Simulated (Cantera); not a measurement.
Feed: 1 mol KCl, 0.24 mol HF, 250 mol N₂, equilibrated at 1573 K.

Equilibrium computed with Cantera from the NASA thermochemical tables; the gas is ideal and each condensed phase is pure. Candidate condensed phases: K, KCl, KF, KHF₂, NH₄Cl; 33 gas species. The numbers say what is thermodynamically allowed, not how fast it happens.

x: gas mole fraction; nothing condenses.

```csv
P (Pa),x N₂,x KCl,x Cl,x K,x HF,x KF
0.100,0.994,0.00273,?,0.00107,0.000786,0.000167
0.560,0.995,0.00333,?,0.000496,0.000800,0.000155
3.20,0.995,0.00362,?,0.000212,0.000807,0.000148
18,0.995,0.00375,?,8.71e-5,0.000810,0.000145
100,0.995,0.00380,?,3.44e-5,0.000813,0.000142
560,0.995,0.00383,?,1.28e-5,0.000815,0.000141
3200,0.995,0.00384,?,4.47e-6,0.000816,0.000139
18000,0.995,0.00384,?,1.51e-6,0.000818,0.000138
100000,0.995,0.00381,?,4.96e-7,0.000819,0.000136
```

Task: Complete the blanks.

Result: 
- 0.100, x Cl: 0.00117
- 0.560, x Cl: 0.000550
- 3.20, x Cl: 0.000245
- 18, x Cl: 0.000110
- 100, x Cl: 5.07e-5
- 560, x Cl: 2.44e-5
- 3200, x Cl: 1.23e-5
- 18000, x Cl: 6.49e-6
- 100000, x Cl: 3.53e-6
